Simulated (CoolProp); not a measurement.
Octamethylcyclotetrasiloxane (D4) along the isotherm 619.6 K: Z from the reference equation and from simpler models built on Tc = 586.5 K, pc = 1347 kPa, ω = 0.598; each cubic takes its own stable root.

Computed with CoolProp (reference Helmholtz-energy equation of state, Thol 2015).

```csv
p (kPa),phase,reference
126,gas,0.9729
253,gas,0.9447
379,gas,0.9157
505,gas,0.8856
632,gas,0.8541
758,gas,0.8214
884,gas,0.7873
1010,gas,0.7514
1140,gas,0.7124
1260,gas,0.6743
1390,supercritical,0.6302
1520,supercritical,0.5827
1640,supercritical,0.5355
1770,supercritical,0.4815
1890,supercritical,0.4330
2020,supercritical,0.3911
```

Problem. How far does each simpler model (van der Waals, Redlich-Kwong, Soave-Redlich-Kwong, Peng-Robinson) lie from the reference over these 16 states: mean and median of the absolute difference, and the worst?

Solution. 
- van der Waals: mean 4.3 %, median 1.1 %, worst -19.2 % at 619.6 K and 1770 kPa
- Redlich-Kwong: mean 3.9 %, median 1.4 %, worst -14.4 % at 619.6 K and 1770 kPa
- Soave-Redlich-Kwong: mean 3.6 %, median 2.2 %, worst +14.1 % at 619.6 K and 2020 kPa
- Peng-Robinson: mean 1.4 %, median 1.1 %, worst +6.7 % at 619.6 K and 2020 kPa
